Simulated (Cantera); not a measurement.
A closed system holds: 1 mol PbO, 3 mol O2, 4.1 mol H2, held at 1.00 mbar.

Cantera equilibrium calculation (NASA polynomials, part measured and part estimated; ideal gas, pure solids and liquids). Candidate condensed phases: H2O, Pb, PbO, PbO2, Pb3O4; 12 gas species. Gases not in the tables: (PbO)n polymers. Kinetics and transport are ignored.

x: gas mole fraction; n: condensed amount in mol.

```csv
T (K),x H2O,x O2,x PbO,x Pb,x OH,n PbO(yellow),n PbO(l)
1150,0.793,0.184,0.0228,0.000382,2.26e-5,0.880,0
1200,0.754,0.176,(withheld),(withheld),(withheld),0,(withheld)
1250,0.675,0.160,0.157,0.00807,7.85e-5,0,0
1300,0.673,0.162,0.152,0.0124,0.000144,0,0
1350,0.671,0.165,0.146,(withheld),(withheld),0,0
1400,0.669,0.168,0.138,0.0255,0.000423,0,0
1450,0.666,0.171,0.128,0.0342,0.000687,0,0
1500,0.662,0.175,0.118,0.0440,0.00108,0,0
1550,0.658,0.180,0.106,0.0544,0.00165,0,0
```

Problem. What belongs in the gaps?

Solution. 
- 1350, x Pb: 0.0182
- 1350, x OH: 0.000251
- 1200, x PbO: 0.0682
- 1200, x Pb: 0.00203
- 1200, x OH: 4.42e-5
- 1200, n PbO(l): 0.618
